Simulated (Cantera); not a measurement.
A closed system holds: 1 mol CaCO3, 0.021 mol C, a varied amount of H2O, held at 1725 K and 1.40 bar.

Equilibrium computed with Cantera from the NASA thermochemical tables; the gas is ideal and each condensed phase is pure. Candidate condensed phases: C, C6H6, C7H8, C8H18, Ca, CaCO3, CaO, Ca(OH)2, H2O; 115 gas species. Equilibrium is a limit: real reactors are often held back by kinetics, nucleation or transport.

x: gas mole fraction; n: condensed amount in mol.

| n(H2O) (mol) | x CO2 | x H2O | x CO | x H2 | x OH | n CaO(s) |
|---|---|---|---|---|---|---|
| 0.026 | 0.935 | 0.0245 | 0.0398 | 0.000297 | 1.23e-5 | 1.00 |
| 0.04 | 0.923 | ? | 0.0391 | ? | ? | 1.00 |
| 0.062 | 0.905 | 0.0566 | 0.0381 | 0.000677 | 1.88e-5 | 1.000 |
| 0.096 | 0.877 | 0.0849 | 0.0366 | 0.00101 | 2.31e-5 | 1.000 |
| 0.15 | 0.837 | 0.127 | 0.0344 | 0.00148 | 2.85e-5 | 1.000 |
| 0.23 | 0.785 | ? | ? | ? | ? | 1.000 |
| 0.35 | 0.717 | 0.252 | 0.0279 | 0.00279 | 4.13e-5 | 1.000 |
| 0.55 | 0.627 | 0.346 | 0.0231 | 0.00363 | 4.97e-5 | 1.000 |
| 0.85 | 0.528 | 0.450 | 0.0181 | 0.00438 | 5.88e-5 | 1.000 |

Fill in the missing entries.


- 0.23, x H2O: 0.182
- 0.23, x CO: 0.0315
- 0.23, x H2: 0.00207
- 0.23, x OH: 3.45e-5
- 0.04, x H2O: 0.0372
- 0.04, x H2: 0.000449
- 0.04, x OH: 1.52e-5
